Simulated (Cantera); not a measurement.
Input: 1 mol Al, 5.6 mol H2O, 1.3 mol H2, 0.9 mol NH3, equilibrated at 1827 °C and 0.660 bar.

Equilibrium computed with Cantera from the NASA thermochemical tables; the gas is ideal and each condensed phase is pure. Candidate condensed phases: Al, AlN, Al2O3, H2O; 35 gas species. Gases not in the tables: Al(OH)3. Equilibrium is a limit: real reactors are often held back by kinetics, nucleation or transport.

Base state: H2 0.475, H2O 0.470, N2 0.0516, H 0.00264, OH 0.000311 (mole fractions); condensed: Al2O3(s).

Task: What changes in the equilibrium state with this change: temperature from 1827 °C to 1327 °C?

Result: 
```
species          before    after
-------------  --------  -------
H2                0.475    0.477
H2O               0.470    0.471
N2               0.0516   0.0517
H               0.00264  4.62e-5
OH             0.000311  1.79e-6
Al2O3(s), mol     0.500    0.500
```
